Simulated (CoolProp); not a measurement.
Vapour-liquid equilibrium of CH2F2 (R32) (1) + R1234yf (2) at 315.5 K; x and y are mole fractions of (1).

Values from CoolProp's multi-fluid Helmholtz-energy mixture model, Tillner-Roth 1997 and Lemmon 2022; pair parameters Bell 2023.

```
x     bubble pressure (kPa)  y at the bubble point  dew pressure at overall composition x (kPa)  liquid density (mol/L)
----  ---------------------  ---------------------  -------------------------------------------  ----------------------
0.05                   1181                  0.109                                         1125                   9.167
0.2                    1478                  0.356                                         1279                   9.798
0.35                   1754                  0.525                                         1470                   10.55
0.5                    2001                  0.651                                         1709                   11.46
0.65                   2220                  0.757                                         1999                   12.61
0.8                    2413                  0.856                                         2307                   14.10
0.95                   2577                  0.961                                         2562                   16.11
```

No azeotrope shows between x = 0.05 and 0.95.

The pair parameters rest on a limited set of measurements; away from them the model extrapolates.
